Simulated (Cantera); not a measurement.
Input: 1 mol Si3N4, 0.42 mol H2O, 110 mol H2, equilibrated at 2023 K and 5.60 mbar.

Method: chemical equilibrium by Gibbs-energy minimisation in Cantera with the NASA 1993 tables (ideal gas, pure condensed phases). Candidate condensed phases: H2O, Si, SiO2, Si2N2O, Si3N4; 35 gas species. The tables' values for SiN are old estimates; treat these amounts as uncertain. Gases not in the tables: Si2H6 and higher silanes. Rates play no part.

Base state: H2 0.943, H 0.0247, N2 0.0173, Si 0.0102, SiO 0.00364, SiH 0.000475, SiH2 0.000114, Si2 0.000111 (mole fractions); condensed: Si(l).

**Question.** What changes in the equilibrium state with this change: temperature from 2023 K to 2150 K?

**Answer.** 
```
species       before     after
----------  --------  --------
H2             0.943     0.904
H             0.0247    0.0536
Si            0.0102    0.0205
N2            0.0173    0.0168
Si3          2.36e-5   1.55e-5
SiN          2.47e-5   3.72e-5
SiH         0.000475  0.000714
Si2N         3.17e-5   2.19e-5
Si(l), mol      1.29         0
```
